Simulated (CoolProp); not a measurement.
Vapour pressure (bar) of tetrahydrofuran: the reference equation beside estimates from Tc = 267.0 °C, pc = 53.04 bar, ω = 0.234. Clausius-Clapeyron is anchored at 88.95 °C with a constant enthalpy of vaporisation of 28.74 kJ/mol.

Model: reference Helmholtz-energy equation of state, Fiedler 2023, in CoolProp.

```csv
T (°C),reference,Lee-Kesler,Clausius-Clapeyron,van der Waals,Redlich-Kwong,Soave-Redlich-Kwong
-3.25,…,0.04998,0.07758,1.467,0.1186,0.05124
12.15,0.1194,0.1124,0.1549,2.116,0.2480,0.1147
27.45,0.2406,0.2290,0.2870,2.941,0.4701,0.2324
42.85,0.4496,0.4326,0.5026,3.974,0.8279,0.4370
58.25,…,0.7636,0.8356,5.232,1.366,0.7681
73.55,1.289,1.267,1.324,6.725,2.130,1.271
88.95,2.024,2.007,2.024,8.492,3.182,2.008
104.35,3.046,3.044,2.987,10.54,4.572,3.043
119.65,4.411,4.436,4.267,…,6.343,4.435
135.05,6.209,…,5.948,15.54,8.570,6.280
150.45,8.507,8.621,8.092,18.53,11.30,8.651
165.85,11.39,11.56,10.77,21.86,14.57,11.63
181.15,14.91,15.15,14.05,25.52,18.42,15.29
```

Question: Some entries are withheld; supply them.

Answer: 
- -3.25, reference: 0.05357
- 58.25, reference: 0.7847
- 119.65, van der Waals: 12.87
- 135.05, Lee-Kesler: 6.273

Absolute difference from the reference over all 13 rows, mean and median: Lee-Kesler 2.5 and 1.6 %, Clausius-Clapeyron 10.8 and 5.4 %, van der Waals 645.7 and 319.6 %, Redlich-Kwong 63.2 and 57.2 %, Soave-Redlich-Kwong 2.1 and 2.1 %.
